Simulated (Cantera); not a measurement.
An isothermal, constant-pressure homogeneous reactor starts with CH4 : CO2 = 1 : 1.5 (molar parts), at 1225 K and 180 Torr. Integrator tolerance rtol = 1e-08.

Cantera simulation using GRI-Mech 3.0 (53 species, 325 reactions); the numbers are that mechanism's predictions, not measurements.

Task: What does this change do: temperature 1225 to 2175 K?

Result: 
```json
[
 {"quantity": "x(CH4) at 30.0 s", "before": "0.394 (gas-phase equilibrium 7.11e-6)", "after": "2.39e-10 (gas-phase equilibrium 2.67e-10)"},
 {"quantity": "x(CO2) at 30.0 s", "before": "0.598 (gas-phase equilibrium 0.0523)", "after": "0.0247 (gas-phase equilibrium 0.0247)"},
 {"quantity": "x(O2) at 30.0 s", "before": "<1e-12 (gas-phase equilibrium <1e-12)", "after": "2.35e-7 (gas-phase equilibrium 2.35e-7)"},
 {"quantity": "x(CH3) at 30.0 s", "before": "6.12e-6 (gas-phase equilibrium 1.41e-10)", "after": "7.70e-11 (gas-phase equilibrium 8.61e-11)"},
 {"quantity": "x(HO2) at 30.0 s", "before": "<1e-12 (gas-phase equilibrium <1e-12)", "after": "1.21e-10 (gas-phase equilibrium 1.21e-10)"}
]
```
